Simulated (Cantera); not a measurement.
Feed: 1 mol B₂H₆, 0.083 mol H₂O, 26 mol N₂, held at 1.33 mbar.

Equilibrium computed with Cantera from the NASA thermochemical tables; the gas is ideal and each condensed phase is pure. Candidate condensed phases: B, BN, B₂O₃, B₃O₃H₃, H₂O; 39 gas species. The feed counts by its element totals alone. N₂ is the only nitrogen source here; it is nearly inert below about 1500 K, so the nitride shown seldom forms there in practice. Mutual solubility and eutectic melting of coexisting phases are not modelled. Kinetics and transport are ignored.

x: gas mole fraction; n: condensed amount in mol.

```
T (°C)   x N₂   x H₂    x HBO₂    x B₂O₃     x HBO  n BN(s)  n B₂O₃(l)
------  -----  -----  --------  --------  --------  -------  ---------
725     0.890  0.110   7.30e-6   2.28e-9   3.49e-8     1.95     0.0265
775     0.890  0.110       [?]       [?]       [?]     1.95     0.0263
825     0.890  0.110   4.80e-5   1.77e-7   8.65e-7     1.95     0.0257
875     0.890  0.110  0.000108   1.16e-6   3.47e-6     1.95     0.0246
925     0.890  0.109       [?]       [?]       [?]     1.95        [?]
975     0.890  0.109  0.000441   3.11e-5   3.96e-5     1.95     0.0172
1025    0.890  0.109  0.000816  0.000132  0.000116     1.95    0.00660
1075    0.890  0.109  0.000920  0.000256  0.000249     1.95          0
```

Some entries are withheld; supply them.


- 775, x HBO₂: 1.96e-5
- 775, x B₂O₃: 2.24e-8
- 775, x HBO: 1.88e-7
- 925, x HBO₂: 0.000225
- 925, x B₂O₃: 6.46e-6
- 925, x HBO: 1.24e-5
- 925, n B₂O₃(l): 0.0222
